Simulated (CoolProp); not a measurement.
Computed with CoolProp (reference Helmholtz-energy equation of state, Lemmon 2006). It is a short technical equation, of lower accuracy than the large ones.

Give the vapour pressure (MPa), liquid density (kg/m³), enthalpy of vaporisation (kJ/kg) of saturated CH3F (R41) at 178.5, 250.3 K.


| T (K) | p (MPa) | liquid density (kg/m³) | enthalpy of vaporisation (kJ/kg) |
|---|---|---|---|
| 178.5 | 0.0376 | 914 | 509 |
| 250.3 | 1.04 | 749 | 392 |
